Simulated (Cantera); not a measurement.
Input: 1 mol TiCl₄, 0.37 mol C₃H₈, 14 mol H₂, equilibrated at 0.100 bar.

Equilibrium computed with Cantera from the NASA thermochemical tables; the gas is ideal and each condensed phase is pure. Candidate condensed phases: C, C₆H₆, C₇H₈, C₈H₁₈, Ti, TiC, TiCl₂, TiCl₃, TiCl₄; 96 gas species. The tables' values for TiCl₂ are old estimates; treat these amounts as uncertain. TiC: taken at fixed stoichiometry. Equilibrium is a limit: real reactors are often held back by kinetics, nucleation or transport.

log p: log10 of the partial pressure in bar; n: condensed amount in mol.

| T (°C) | log p H₂ | log p HCl | log p TiCl₄ | log p TiCl₃ | log p CH₄ | log p H | log p Cl | n C(graphite) | n TiC(s) |
|---|---|---|---|---|---|---|---|---|---|
| 875 | -1.09 | -1.79 | -2.83 | -3.43 | ? | -7.69 | -8.44 | 0.398 | 0.684 |
| 975 | -1.10 | -1.71 | -3.22 | -3.44 | ? | -6.88 | -7.56 | 0.266 | 0.832 |
| 1075 | -1.11 | -1.67 | -3.67 | -3.54 | ? | -6.19 | -6.83 | 0.191 | 0.913 |
| 1175 | -1.11 | -1.66 | -4.14 | -3.68 | ? | -5.59 | -6.23 | 0.155 | 0.951 |
| 1275 | -1.11 | -1.65 | -4.57 | -3.83 | ? | -5.07 | -5.70 | 0.138 | 0.969 |
| 1375 | -1.11 | -1.65 | -4.95 | -3.97 | ? | -4.61 | -5.25 | 0.129 | 0.978 |
| 1475 | -1.11 | -1.65 | -5.30 | -4.09 | ? | -4.20 | -4.84 | 0.122 | 0.984 |
| 1575 | -1.11 | -1.65 | -5.61 | -4.20 | ? | -3.83 | -4.48 | 0.115 | 0.987 |

Problem. Complete the blanks.

Solution. 
- 875, log p CH₄: -3.80
- 975, log p CH₄: -4.15
- 1075, log p CH₄: -4.45
- 1175, log p CH₄: -4.70
- 1275, log p CH₄: -4.91
- 1375, log p CH₄: -5.10
- 1475, log p CH₄: -5.26
- 1575, log p CH₄: -5.41
